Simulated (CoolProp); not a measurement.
Computed with CoolProp (reference Helmholtz-energy equation of state, Bücker 2006).

**Question.** Give the vapour pressure (bar), vapour viscosity (µPa s), liquid conductivity (mW/(m K)) of saturated ethane at 294.7 K.

**Answer.** 
```json
[
 {"T (K)": "294.7", "p (bar)": "38.9", "vapour viscosity (µPa s)": "12.5", "liquid conductivity (mW/(m K))": "74.1"}
]
```

Viscosity comes from a separate model (Friend 1991). Thermal conductivity comes from a separate model (Friend 1991).
